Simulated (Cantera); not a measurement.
An isothermal, constant-pressure homogeneous reactor starts with 22.2 % NH3, 77.8 % H2, at 1748 K and 140000 Pa.

Computed with Cantera and the gas-phase N/H chemistry of the illustrative SiF4/NH3 mechanism in the Surface Chemkin manual (1991). Walls and surfaces, which speed up NH3 decomposition in real reactors, are not modelled.

x: mole fraction; the columns are a selection and need not sum to one.

```json
[
 {"t (s)": "4.00e-5", "x NH3": "0.222", "x H2": "0.778", "x NH2": "4.90e-6", "x H": "6.58e-6", "x NH": "2.17e-9"},
 {"t (s)": "0.000145", "x NH3": "0.222", "x H2": "0.778", "x NH2": "1.75e-5", "x H": "2.36e-5", "x NH": "2.81e-8"},
 {"t (s)": "0.000523", "x NH3": "0.222", "x H2": "0.778", "x NH2": "5.60e-5", "x H": "7.53e-5", "x NH": "2.86e-7"},
 {"t (s)": "0.00189", "x NH3": "0.222", "x H2": "0.778", "x NH2": "8.85e-5", "x H": "0.000119", "x NH": "7.11e-7"},
 {"t (s)": "0.00684", "x NH3": "0.221", "x H2": "0.778", "x NH2": "8.88e-5", "x H": "0.000120", "x NH": "7.19e-7"},
 {"t (s)": "0.0247", "x NH3": "0.218", "x H2": "0.780", "x NH2": "8.78e-5", "x H": "0.000121", "x NH": "7.13e-7"},
 {"t (s)": "0.0894", "x NH3": "0.207", "x H2": "0.787", "x NH2": "8.42e-5", "x H": "0.000123", "x NH": "6.91e-7"},
 {"t (s)": "0.323", "x NH3": "0.175", "x H2": "0.806", "x NH2": "7.34e-5", "x H": "0.000130", "x NH": "6.22e-7"},
 {"t (s)": "1.17", "x NH3": "0.108", "x H2": "0.845", "x NH2": "4.88e-5", "x H": "0.000146", "x NH": "4.47e-7"},
 {"t (s)": "4.23", "x NH3": "0.0411", "x H2": "0.885", "x NH2": "2.04e-5", "x H": "0.000169", "x NH": "2.06e-7"},
 {"t (s)": "15.3", "x NH3": "…", "x H2": "0.902", "x NH2": "…", "x H": "0.000181", "x NH": "…"},
 {"t (s)": "55.3", "x NH3": "…", "x H2": "0.907", "x NH2": "…", "x H": "0.000185", "x NH": "…"},
 {"t (s)": "200", "x NH3": "0.000834", "x H2": "0.908", "x NH2": "4.43e-7", "x H": "0.000185", "x NH": "4.80e-9"}
]
```

Complete the blanks.


- 15.3, x NH3: 0.0115
- 15.3, x NH2: 6.00e-6
- 15.3, x NH: 6.41e-8
- 55.3, x NH3: 0.00306
- 55.3, x NH2: 1.62e-6
- 55.3, x NH: 1.76e-8
